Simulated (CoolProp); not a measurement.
Vapour-liquid equilibrium of carbon dioxide (1) + R227EA (2) at 249.6 K; x and y are mole fractions of (1).

Values from CoolProp's multi-fluid Helmholtz-energy mixture model, Span 1996 and Lemmon 2016; pair parameters Bell 2016.

| x | bubble pressure, mixture model (MPa) | bubble pressure, Raoult's law (MPa) | y, mixture model | y, Raoult's law |
|---|---|---|---|---|
| 0.05 | 0.1464 | 0.1579 | 0.509 | 0.558 |
| 0.15 | 0.2977 | 0.3268 | 0.773 | 0.809 |
| 0.25 | 0.4521 | 0.4957 | 0.860 | 0.889 |
| 0.35 | 0.6077 | 0.6646 | 0.904 | 0.928 |
| 0.45 | 0.7645 | 0.8335 | 0.932 | 0.952 |
| 0.55 | 0.9242 | 1.002 | 0.950 | 0.967 |
| 0.65 | 1.090 | 1.171 | 0.965 | 0.978 |
| 0.75 | 1.266 | 1.340 | 0.977 | 0.986 |
| 0.85 | 1.455 | 1.509 | 0.987 | 0.993 |
| 0.95 | 1.658 | 1.678 | 0.996 | 0.998 |

The largest gap from Raoult's law is -8.9 % in bubble pressure, at x = 0.15. No azeotrope shows between x = 0.05 and 0.95.

Pair parameters are fitted to limited data, so mixtures are less certain than the pure fluids.
